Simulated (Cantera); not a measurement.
Input: 1 mol B2O3, 2.9 mol HF, 21 mol H2, equilibrated at 1273 K and 98000 Pa.

These are equilibrium values from Cantera (NASA tables, ideal gas, pure condensed phases), not measurements of a reactor. Candidate condensed phases: B, B2O3, B3O3H3, H2O; 43 gas species. Gases not in the tables: H3BO3. Rates play no part.

Base state: H2 0.889, HF 0.0449, H2O 0.0386, BF3 0.0223, B3O3F3 0.00305, BOF 0.00170, HBO2 0.000438, (HBO2)3 6.77e-5 (mole fractions); condensed: B2O3(l).

Problem. What changes in the equilibrium state with this change: temperature from 1273 K to 1823.15 K?

Solution. 
| species | before | after |
|---|---|---|
| H2 | 0.889 | 0.843 |
| BOF | 0.00170 | 0.0624 |
| HF | 0.0449 | 0.0486 |
| BF3 | 0.0223 | 0.00171 |
| HBO2 | 0.000438 | 0.0138 |
| H2O | 0.0386 | 0.0278 |
| B2O3 | 8.86e-8 | 0.000525 |
| HBO | 1.04e-6 | 0.00118 |
| H | 6.79e-7 | 0.000402 |
| B2O3(l), mol | 0.600 | 0 |
The tables' values for BF2 are old estimates; treat these amounts as uncertain.

Problem. What changes in the equilibrium state with this change: HF from 2.9 to 4.2 mol?

Solution. 
| species | before | after |
|---|---|---|
| H2 | 0.889 | 0.847 |
| HF | 0.0449 | 0.0599 |
| H2O | 0.0386 | 0.0544 |
| BF3 | 0.0223 | 0.0315 |
| (HBO2)3 | 6.77e-5 | 0.000113 |
| B3O3F3 | 0.00305 | 0.00432 |
| HBO2 | 0.000438 | 0.000520 |
| B2O3(l), mol | 0.600 | 0.414 |

Problem. What changes in the equilibrium state with this change: temperature from 1273 K to 1025 K?

Solution. 
```json
[
 {"species": "H2", "before": "0.889", "after": "0.892"},
 {"species": "H2O", "before": "0.0386", "after": "0.0460"},
 {"species": "HF", "before": "0.0449", "after": "0.0306"},
 {"species": "BF3", "before": "0.0223", "after": "0.0278"},
 {"species": "BOF", "before": "0.00170", "after": "2.58e-5"},
 {"species": "HBO2", "before": "0.000438", "after": "9.46e-6"},
 {"species": "B2O3(l), mol", "before": "0.600", "after": "0.556"}
]
```
